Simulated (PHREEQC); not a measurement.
Polishing slurry liquid

Solution (20 °C): 8.9 mmol/kgw KOH and 2.4 mmol/kgw H3BO3. Closed to the air; pH follows from the charge balance.

Equilibrium calculation in PHREEQC: Pitzer model, pitzer.dat.

Each row changes one thing in this solution. Precipitation was switched off in this run.

| case | pH | ionic strength (mol/kgw) |
|---|---|---|
| as made | 11.94 | 0.00890 |
| KOH left out | 5.93 | ___ |
| H3BO3 left out | ___ | 0.00890 |
| diluted 10-fold with water | 10.97 | 0.000890 |
| H3BO3 from 0.0024 to 0.0048 mol/kgw | ___ | 0.00890 |
| H3BO3 from 0.0024 to 0.00216 mol/kgw | 11.95 | 0.00890 |
| diluted 2-fold with water | ___ | ___ |

Task: Some entries are withheld; supply them.

Result: 
- KOH left out, ionic strength (mol/kgw): 1.18e-6
- H3BO3 left out, pH: 12.07
- H3BO3 from 0.0024 to 0.0048 mol/kgw, pH: 11.74
- diluted 2-fold with water, pH: 11.65
- diluted 2-fold with water, ionic strength (mol/kgw): 0.00445
